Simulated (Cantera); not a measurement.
# Thermodynamics of silicon epitaxy and polysilicon growth, feed SiHCl3 + Cl2 + H2

Feed: 1 mol SiHCl3, 0.052 mol Cl2, a varied amount of H2, at 1650 K and 0.133 bar.

Method: chemical equilibrium by Gibbs-energy minimisation in Cantera with the NASA 1993 tables (ideal gas, pure condensed phases). Candidate condensed phases: Si; 19 gas species. The tables' values for SiCl3, SiCl are old estimates; treat these amounts as uncertain. The numbers say what is thermodynamically allowed, not how fast it happens.

From 28 mol H2 to 750 mol H2 the condensed part is Si(s). The main Si-bearing gas is SiCl2 throughout. The share of Si in condensed phases is highest at 750 mol H2 (94.7 %) and lowest at 28 mol H2 (46.0 %).

```tsv
n(H2) (mol)	x H2	x HCl	x SiCl2	x SiCl3	x H	n Si(s)
28	0.915	0.0668	0.0174	0.000460	0.000238	0.460
120	0.976	0.0219	0.00174	1.47e-5	0.000246	0.783
210	0.986	0.0133	0.000641	3.27e-6	0.000247	0.860
300	0.990	0.00960	0.000331	1.21e-6	0.000248	0.895
390	0.992	0.00751	0.000202	5.78e-7	0.000248	0.915
480	0.993	0.00616	0.000136	3.19e-7	0.000248	0.928
570	0.994	0.00523	9.77e-5	1.94e-7	0.000248	0.936
660	0.995	0.00454	7.36e-5	1.27e-7	0.000248	0.942
750	0.996	0.00401	5.74e-5	8.76e-8	0.000248	0.947
```
x: gas mole fraction; n: condensed amount in mol.
